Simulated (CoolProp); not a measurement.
A simple Rankine cycle with isobutane: condensing at 315.15 K, boiler at 2.26 MPa, turbine inlet 530.2 K, turbine efficiency 0.7, pump efficiency 0.8, no recuperator. Each further row changes one setting.

Values from CoolProp's reference Helmholtz-energy equation of state, Bücker 2006.

```tsv
case	thermal efficiency (%)	net work (kJ/kg)	heat in (kJ/kg)	turbine exit temperature (K)	volume ratio over the turbine
as stated	8.1	63.1	780	497.7	4.04
turbine inlet 550.2 K	7.9	66.3	837	517.9	4.02
condensing temperature 307.15 K	9.1	73.0	800	493.2	4.98
boiler pressure 1.58 MPa	6.2	48.8	790	506.8	2.80
turbine efficiency 0.6	6.9	53.5	780	501.4	4.08
```
